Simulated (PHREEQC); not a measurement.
Solution A (0.0031 mol NH3, 0.0078 mol K2SO4 and 7.5e-05 mol CO2 per kg of water) is mixed with solution B (0.0016 mol/kgw NaHSO4, 7e-05 mol/kgw Na2SO4 and 0.28 mol/kgw NaCl) at 20 °C; shares are by mass of water, 1 kg in all. O2 is buffered at 0.21 atm. No CO2 enters from the air. Solids allowed: Halite, Mirabilite, Nahcolite, Natron. Others were left out.

All values are PHREEQC results (ion-association model, wateq4f.dat), not measurements.

```json
[
 {"share of solution B": "0", "pH": "10.41", "SO4-2 (mol/kgw)": "0.00738", "CO3-2 (mol/kgw)": "4.68e-5", "HCO3- (mol/kgw)": "2.82e-5"},
 {"share of solution B": "0.1", "pH": "10.25", "SO4-2 (mol/kgw)": "___", "CO3-2 (mol/kgw)": "3.45e-5", "HCO3- (mol/kgw)": "2.62e-5"},
 {"share of solution B": "0.2", "pH": "___", "SO4-2 (mol/kgw)": "0.00574", "CO3-2 (mol/kgw)": "2.52e-5", "HCO3- (mol/kgw)": "2.57e-5"},
 {"share of solution B": "0.3", "pH": "9.91", "SO4-2 (mol/kgw)": "___", "CO3-2 (mol/kgw)": "1.77e-5", "HCO3- (mol/kgw)": "2.58e-5"},
 {"share of solution B": "0.4", "pH": "9.69", "SO4-2 (mol/kgw)": "0.00442", "CO3-2 (mol/kgw)": "1.15e-5", "HCO3- (mol/kgw)": "2.58e-5"},
 {"share of solution B": "0.5", "pH": "9.42", "SO4-2 (mol/kgw)": "0.00382", "CO3-2 (mol/kgw)": "6.33e-6", "HCO3- (mol/kgw)": "2.57e-5"},
 {"share of solution B": "0.6", "pH": "8.91", "SO4-2 (mol/kgw)": "0.00326", "CO3-2 (mol/kgw)": "1.99e-6", "HCO3- (mol/kgw)": "2.51e-5"},
 {"share of solution B": "0.7", "pH": "3.85", "SO4-2 (mol/kgw)": "0.00271", "CO3-2 (mol/kgw)": "6.61e-14", "HCO3- (mol/kgw)": "9.20e-8"},
 {"share of solution B": "0.8", "pH": "3.31", "SO4-2 (mol/kgw)": "0.00218", "CO3-2 (mol/kgw)": "0", "HCO3- (mol/kgw)": "1.78e-8"},
 {"share of solution B": "0.9", "pH": "___", "SO4-2 (mol/kgw)": "0.00168", "CO3-2 (mol/kgw)": "0", "HCO3- (mol/kgw)": "5.23e-9"},
 {"share of solution B": "1", "pH": "2.91", "SO4-2 (mol/kgw)": "0.00120", "CO3-2 (mol/kgw)": "0", "HCO3- (mol/kgw)": "0"}
]
```

### Question
Fill in the missing entries.

### Answer

- 0.1, SO4-2 (mol/kgw): 0.00650
- 0.2, pH: 10.09
- 0.3, SO4-2 (mol/kgw): 0.00505
- 0.9, pH: 3.07
